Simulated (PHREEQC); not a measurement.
3.8 g of hydrous ferric oxide (600 m²/g; 0.2 weak and 0.005 strong sites per Fe, Dzombak-Morel constants, diffuse double layer) in 1 kg of water with 0.01 mol/kgw of an inert sodium salt and 0.007 mol CuCl2, at 25 °C; the pH is set by adding NaOH or the inert anion's acid. Oxygen alone is held at its pressure in air (log pO2 = -0.68). No CO2 enters from the air. Precipitation was switched off in this run.

Equilibrium calculation in PHREEQC: ion-association model, wateq4f.dat.

| pH | Cu sorbed (%) | surface charge σ (C/m²) | surface potential ψ (mV) |
|---|---|---|---|
| 3 | 0.4 | 0.352 | 178 |
| 3.67 | 3.8 | 0.310 | 173 |
| 5 | 58.4 | 0.214 | 162 |
| 5.67 | 80.4 | 0.214 | 164 |
| 6.33 | 89.0 | 0.203 | 162 |
| 7.67 | 81.6 | 0.124 | 136 |
| 8.33 | 73.3 | 0.072 | 108 |
| 9 | 67.3 | 0.036 | 74 |
| 10.33 | 61.3 | 0.000 | 0 |
| 11 | 58.8 | -0.015 | -38 |

Along this series the solution becomes supersaturated in solids that the run did not let form, among them Cu(OH)2, Atacamite. The database's constant for dissolved Cu(OH)2 is higher than later reviews accept. The oxide is taken as insoluble; below pH 4 it would dissolve.
